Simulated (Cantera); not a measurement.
What does this Cantera script print?

```python
import numpy as np
import cantera as ct

gas = ct.Solution("gri30.yaml")
gas.TPX = 323, 81000, {'CH4': 1, 'O2': 2, 'N2': 7.52}
flame = ct.FreeFlame(gas, width=0.046)
flame.set_refine_criteria(ratio=3, slope=0.08, curve=0.16)
flame.transport_model = "mixture-averaged"
flame.solve(loglevel=0, auto=True)
z, T = flame.grid, flame.T
thick = (T[-1] - T[0]) / np.gradient(T, z).max()
show = ['CH4', 'O2', 'C2H', 'O', 'C2H6', 'NO2']
print(f"laminar burning velocity  {flame.velocity[0] * 100:.3f} cm/s")
print(f"burnt temperature         {T[-1]:.1f} K")
print(f"thermal thickness         {thick * 1e3:.4f} mm")
print(f"grid points               {len(z)}")
z0 = z[flame.heat_release_rate.argmax()]
print(f"{'z/mm':>9s}{'T/K':>9s}{'u/(m/s)':>9s}" + "".join(f"{s:>11s}" for s in show))
rows = []
for k in (-3, -2, -1.5, -1, -0.5, -0.25, 0, 0.25, 0.5, 1, 2, 4, 8):
    zz = z0 + k * thick
    rows.append([k * thick, np.interp(zz, z, T), np.interp(zz, z, flame.velocity),
                 *(np.interp(zz, z, flame.X[gas.species_index(s)]) for s in show)])
    print(f"{rows[-1][0] * 1e3:9.3f}{rows[-1][1]:9.1f}{rows[-1][2]:9.3f}" + "".join(f"{x:11.3e}" for x in rows[-1][3:]))
```

It prints:

```
laminar burning velocity  46.322 cm/s
burnt temperature         2237.7 K
thermal thickness         0.5069 mm
grid points               155
     z/mm      T/K  u/(m/s)        CH4         O2        C2H          O       C2H6        NO2
   -1.521    323.0    0.463  9.501e-02  1.900e-01  3.300e-32  2.718e-11  1.970e-09  2.157e-11
   -1.014    323.7    0.465  9.485e-02  1.898e-01  1.522e-28  2.846e-10  6.041e-08  5.120e-10
   -0.760    327.6    0.471  9.442e-02  1.893e-01  6.072e-26  1.380e-09  6.778e-07  4.493e-09
   -0.507    378.5    0.547  9.107e-02  1.856e-01  2.287e-21  2.071e-08  2.209e-05  7.947e-08
   -0.253    822.1    1.207  6.518e-02  1.515e-01  8.578e-13  5.409e-06  5.673e-04  1.494e-07
   -0.127   1272.6    1.887  3.611e-02  1.088e-01  1.243e-09  9.004e-05  8.666e-04  3.050e-08
    0.000   1681.6    2.510  8.354e-03  5.960e-02  1.036e-07  7.684e-04  1.011e-04  6.941e-09
    0.127   1841.5    2.745  5.234e-04  3.231e-02  7.286e-08  2.597e-03  3.457e-07  2.196e-09
    0.253   1886.7    2.800  1.599e-05  2.361e-02  2.734e-09  3.425e-03  2.689e-10  2.229e-09
    0.507   1938.7    2.861  2.693e-08  1.911e-02  2.721e-12  3.255e-03  2.669e-15  2.503e-09
    1.014   2003.0    2.943  1.834e-12  1.630e-02  1.051e-16  2.546e-03  2.488e-21  3.064e-09
    2.027   2074.5    3.035  1.247e-16  1.352e-02  3.333e-23  1.713e-03 -2.646e-29  4.280e-09
    4.055   2139.6    3.117  5.310e-17  1.074e-02  1.479e-23  1.039e-03 -1.607e-29  6.681e-09
```

Cantera simulation using GRI-Mech 3.0 (53 species, 325 reactions); the numbers are that mechanism's predictions, not measurements. Burning velocities carry a grid error of a few per cent, more on coarse grids.
